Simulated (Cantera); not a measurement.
A closed system holds: 1 mol Pb, 0.87 mol CO, 2 mol N2, equilibrated at 15000 Pa.

These are equilibrium values from Cantera (NASA tables, ideal gas, pure condensed phases), not measurements of a reactor. Candidate condensed phases: C, Pb, PbO, PbO2, Pb3O4; 27 gas species. Equilibrium is a limit: real reactors are often held back by kinetics, nucleation or transport.

**Question.** At 1500 K, list the 4 most abundant gas species with their mole fractions, and the condensed phases.

**Answer.** N2 0.583, CO 0.253, Pb 0.164, Pb2 6.86e-5. Condensed: Pb(l).
